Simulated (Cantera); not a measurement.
A closed system holds: 1 mol HMDSO, 29 mol NO, 13 mol H2, equilibrated at 550 K and 24.0 mbar.

Method: chemical equilibrium by Gibbs-energy minimisation in Cantera with the NASA 1993 tables (ideal gas, pure condensed phases). Candidate condensed phases: C, C6H6, C7H8, C8H18, H2O, Si, SiC, SiO2, Si2N2O, Si3N4; 151 gas species. The feed counts by its element totals alone. Rates play no part.

Base state: H2O 0.409, N2 0.361, CO2 0.119, H2 0.0803, CH4 0.0297, CO 0.000407, NH3 3.46e-5 (mole fractions); condensed: SiO2(α-quartz).

**Question.** What changes in the equilibrium state with this change: pressure from 24.0 mbar to 0.600 bar?

**Answer.** 
| species | before | after |
|---|---|---|
| H2O | 0.409 | 0.453 |
| N2 | 0.361 | 0.373 |
| CO2 | 0.119 | 0.108 |
| H2 | 0.0803 | 0.0194 |
| CH4 | 0.0297 | 0.0465 |
| CO | 0.000407 | 8.00e-5 |
| NH3 | 3.46e-5 | 0.000105 |
| SiO2(α-quartz), mol | 2.00 | 2.00 |
